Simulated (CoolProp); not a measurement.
Ethanol along the isotherm 399.2 K: density (kg/m³) from the reference equation and from simpler models built on Tc = 514.7 K, pc = 6.268 MPa, ω = 0.644; each cubic takes its own stable root.

The numbers come from the reference Helmholtz-energy equation of state, Schroeder 2014 in CoolProp.

```tsv
p (MPa)	phase	reference	Soave-Redlich-Kwong	Peng-Robinson
3.13	liquid	688.2	571.6	646.4
6.27	liquid	693.8	576.6	651.3
9.4	liquid	699.0	581.3	655.9
12.5	liquid	703.7	585.6	660.2
15.7	liquid	708.4	589.7	664.3
18.8	liquid	712.6	593.5	668.1
21.9	liquid	716.6	597.0	671.6
25.1	liquid	720.5	600.5	675.1
28.2	liquid	724.2	603.7	678.3
31.3	liquid	727.7	606.7	681.4
```
